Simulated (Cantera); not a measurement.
An isothermal, constant-pressure homogeneous reactor starts with NO : N2 = 1 : 0.1 (molar parts), at 1675 K and 10.00 Torr. Integrator tolerance rtol = 1e-08.

Model: GRI-Mech 3.0 (53 species, 325 reactions), integrated in Cantera. Radical loss at walls, strong at low pressure, is not modelled.

### Question
What does this change do: temperature 1675 to 2100 K?

### Answer
```
quantity                                            before                                    after
----------------  ----------------------------------------  ---------------------------------------
x(NO) at 20.0 s      0.875 (gas-phase equilibrium 0.00323)    0.0163 (gas-phase equilibrium 0.0120)
x(O) at 20.0 s    5.96e-5 (gas-phase equilibrium 0.000200)  0.00804 (gas-phase equilibrium 0.00806)
x(N2) at 20.0 s        0.108 (gas-phase equilibrium 0.544)      0.535 (gas-phase equilibrium 0.537)
x(N2O) at 20.0 s  0.000241 (gas-phase equilibrium 1.82e-8)  8.31e-8 (gas-phase equilibrium 6.38e-8)
x(O2) at 20.0 s       0.0167 (gas-phase equilibrium 0.453)      0.441 (gas-phase equilibrium 0.443)
x(NO2) at 20.0 s   8.59e-5 (gas-phase equilibrium 1.81e-6)  4.01e-6 (gas-phase equilibrium 2.95e-6)
```
